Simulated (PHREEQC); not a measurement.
Consider water at 60 °C with 0.0054 mol H2SO4, 7.4e-05 mol H4SiO4 and 4.8e-05 mol H3BO3 per kg of water. Closed to the air; pH follows from the charge balance.

Computed with PHREEQC (ion-association model, phreeqc.dat).

| Item | Result |
|---|---|
| pH | 2.15 |
| ionic strength | 0.0103 mol/kgw |
| specific conductance | 5780 µS/cm |
| total alkalinity | -10.8 meq/kg |

```json
[
 {"species": "H+", "molality": "0.00788", "activity": "0.00714", "log γ": "-0.043"},
 {"species": "HSO4-", "molality": "0.00292", "activity": "0.00261", "log γ": "-0.049"},
 {"species": "SO4-2", "molality": "0.00248", "activity": "0.00160", "log γ": "-0.190"},
 {"species": "H4SiO4", "molality": "7.40e-5", "activity": "7.42e-5", "log γ": "0.001"},
 {"species": "H3BO3", "molality": "4.80e-5", "activity": "4.81e-5", "log γ": "0.001"}
]
```

This is a speciation only: nothing precipitates in the calculation. At this temperature some constants are extrapolated from 25 °C, and those without enthalpy data are left unchanged.
